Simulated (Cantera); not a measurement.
Feed: 1 mol CHF₃, 0.013 mol F₂, equilibrated at 75.0 Torr.

These are equilibrium values from Cantera (NASA tables, ideal gas, pure condensed phases), not measurements of a reactor. Candidate condensed phases: C, C₆H₆, C₇H₈, C₈H₁₈; 95 gas species. Gases not in the tables: C₂F₆ and larger saturated fluorocarbons. Equilibrium is a limit: real reactors are often held back by kinetics, nucleation or transport.

Task: Which condensed phases are stable at each of these points (T (°C)): 1527, 1677, 1827, 1977, 2127, 2277, 2427, 2577, 2727, 2877, 3027?

Result: 
```csv
T (°C),condensed phases,C condensed (%)
1527,C(graphite),49.1
1677,C(graphite),48.4
1827,C(graphite),46.3
1977,C(graphite),41.6
2127,C(graphite),33.9
2277,C(graphite),28.7
2427,C(graphite),33.1
2577,C(graphite),42.7
2727,C(graphite),49.5
2877,C(graphite),43.1
3027,gas only,0.0
```

From 1527 °C to 2877 °C the condensed part is C(graphite). At 3027 °C nothing is condensed.
